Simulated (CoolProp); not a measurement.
C2F6 (R116) along the isobar 3680 kPa: fugacity coefficient from the reference equation and from simpler models built on Tc = 293.0 K, pc = 3048 kPa, ω = 0.257; each cubic takes its own stable root.

Values from CoolProp's reference Helmholtz-energy equation of state, Lemmon 2006. It is a short technical equation, of lower accuracy than the large ones.

```tsv
T (K)	phase	reference
247.3	liquid	0.2267
263	liquid	0.3325
278.6	liquid	0.4542
294.3	supercritical	0.5831
310	supercritical	0.6782
325.7	supercritical	0.7344
341.4	supercritical	0.7775
357.1	supercritical	0.8123
372.8	supercritical	0.8411
388.5	supercritical	0.8653
404.2	supercritical	0.8857
419.9	supercritical	0.9031
```

**Question.** How far does each simpler model (van der Waals, Redlich-Kwong, Soave-Redlich-Kwong) lie from the reference over these 12 states: mean and median of the absolute difference, and the worst?

**Answer.** 
- van der Waals: mean 12.4 %, median 4.1 %, worst +64.9 % at 247.3 K and 3680 kPa
- Redlich-Kwong: mean 5.2 %, median 3.2 %, worst +21.1 % at 247.3 K and 3680 kPa
- Soave-Redlich-Kwong: mean 0.9 %, median 0.6 %, worst +2.4 % at 247.3 K and 3680 kPa
